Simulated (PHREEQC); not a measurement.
**Copper plating or etch bath (model solution)**

Make-up at 70 °C: 0.22 mol/kgw Cu(NO3)2, 0.23 mol/kgw H2SO4 and 0.004 mol/kgw FeCl3. It is in equilibrium with CO2 at log p = -3.4 (atm). Otherwise closed; pH follows from the charge balance.

The numbers come from PHREEQC with the ion-association model, phreeqc.dat.

Each row changes one thing in this solution. No solid was allowed to form.

| case | pH | ionic strength (mol/kgw) | Cu+2 (mol/kgw) | HSO4- (mol/kgw) | CuSO4 (mol/kgw) | SO4-2 (mol/kgw) |
|---|---|---|---|---|---|---|
| as made | 0.71 | 0.887 | 0.196 | 0.190 | 0.0195 | 0.0172 |
| H2SO4 from 0.23 to 0.207 mol/kgw | 0.75 | 0.863 | 0.196 | 0.168 | 0.0192 | 0.0164 |
| Cu(NO3)2 from 0.22 to 0.242 mol/kgw | 0.71 | 0.951 | 0.216 | 0.188 | 0.0208 | 0.0177 |
| FeCl3 left out | 0.71 | 0.884 | 0.200 | 0.192 | 0.0203 | 0.0174 |
| FeCl3 from 0.004 to 0.002 mol/kgw | 0.71 | 0.885 | 0.198 | 0.191 | 0.0199 | 0.0173 |
| temperature from 70 to 25 °C | 0.65 | 0.896 | 0.183 | 0.156 | 0.0356 | 0.0342 |
| temperature from 70 to 20 °C | 0.64 | 0.898 | 0.182 | 0.153 | 0.0371 | 0.0364 |
| temperature from 70 to 65 °C | 0.70 | 0.887 | 0.194 | 0.186 | 0.0213 | 0.0188 |
| H2SO4 from 0.23 to 0.46 mol/kgw | 0.44 | 1.13 | 0.194 | 0.412 | 0.0210 | 0.0235 |

The ionic strength passes 0.7 mol/kgw, the rough limit of the ion-association models, in every such run. Species that the database lacks are ignored. Some of these states are supersaturated (in Hematite (slow to form), for instance). At this temperature some constants are extrapolated from 25 °C, and those without enthalpy data are left unchanged.
